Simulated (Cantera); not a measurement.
Feed: 1 mol TEOS, 4.4 mol N2O, 0.44 mol NO, equilibrated at 452 °C and 2.40 mbar.

Equilibrium computed with Cantera from the NASA thermochemical tables; the gas is ideal and each condensed phase is pure. Candidate condensed phases: C, C6H6, C7H8, C8H18, H2O, Si, SiC, SiO2, Si2N2O, Si3N4; 151 gas species. The feed counts by its element totals alone. Equilibrium is a limit: real reactors are often held back by kinetics, nucleation or transport.

Base state: H2 0.482, N2 0.241, CO 0.155, CO2 0.0838, H2O 0.0345, CH4 0.00286 (mole fractions); condensed: C(graphite) + SiO2(α-quartz).

Task: What changes in the equilibrium state with this change: TEOS replaced by SiH2Cl2?

Result: 
```json
[
 {"species": "N2", "before": "0.241", "after": "0.589"},
 {"species": "HCl", "before": "0", "after": "0.157"},
 {"species": "O2", "before": "<1e-9", "after": "0.157"},
 {"species": "H2", "before": "0.482", "after": "<1e-9"},
 {"species": "CO", "before": "0.155", "after": "0"},
 {"species": "CO2", "before": "0.0838", "after": "0"},
 {"species": "Cl2", "before": "0", "after": "0.0487"},
 {"species": "H2O", "before": "0.0345", "after": "0.0487"},
 {"species": "CH4", "before": "0.00286", "after": "0"},
 {"species": "C(graphite), mol", "before": "3.37", "after": "0"},
 {"species": "SiO2(α-quartz), mol", "before": "1.00", "after": "1.00"}
]
```
Further candidate phases: NH4Cl.
